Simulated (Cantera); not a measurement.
Standard-state values (1 bar) from the NASA 1993 polynomials, evaluated with Cantera. Values are per mole of reaction as written; species without (g) are pure solids or liquids, kept so even where they would boil at 1 bar.

3 H₂(g) + 2 BCl₃(g) = 6 HCl(g) + 2 B

```json
[
 {"T (K)": "823", "ΔH° (kJ)": "?", "ΔS° (J/K)": "?", "ΔG° (kJ)": "?", "log10 K": "?"},
 {"T (K)": "873", "ΔH° (kJ)": "242.0", "ΔS° (J/K)": "141.8", "ΔG° (kJ)": "118.2", "log10 K": "-7.07"},
 {"T (K)": "923", "ΔH° (kJ)": "?", "ΔS° (J/K)": "?", "ΔG° (kJ)": "?", "log10 K": "?"},
 {"T (K)": "973", "ΔH° (kJ)": "240.7", "ΔS° (J/K)": "140.4", "ΔG° (kJ)": "104.1", "log10 K": "-5.59"},
 {"T (K)": "1023", "ΔH° (kJ)": "240.2", "ΔS° (J/K)": "139.9", "ΔG° (kJ)": "97.1", "log10 K": "-4.96"},
 {"T (K)": "1073", "ΔH° (kJ)": "?", "ΔS° (J/K)": "?", "ΔG° (kJ)": "?", "log10 K": "?"},
 {"T (K)": "1123", "ΔH° (kJ)": "?", "ΔS° (J/K)": "?", "ΔG° (kJ)": "?", "log10 K": "?"}
]
```

### Question
Some entries are withheld; supply them.

### Answer

- 823, ΔH° (kJ): 242.7
- 823, ΔS° (J/K): 142.7
- 823, ΔG° (kJ): 125.3
- 823, log10 K: -7.95
- 923, ΔH° (kJ): 241.3
- 923, ΔS° (J/K): 141.1
- 923, ΔG° (kJ): 111.1
- 923, log10 K: -6.29
- 1073, ΔH° (kJ): 239.7
- 1073, ΔS° (J/K): 139.5
- 1073, ΔG° (kJ): 90.1
- 1073, log10 K: -4.39
- 1123, ΔH° (kJ): 239.3
- 1123, ΔS° (J/K): 139.1
- 1123, ΔG° (kJ): 83.1
- 1123, log10 K: -3.87
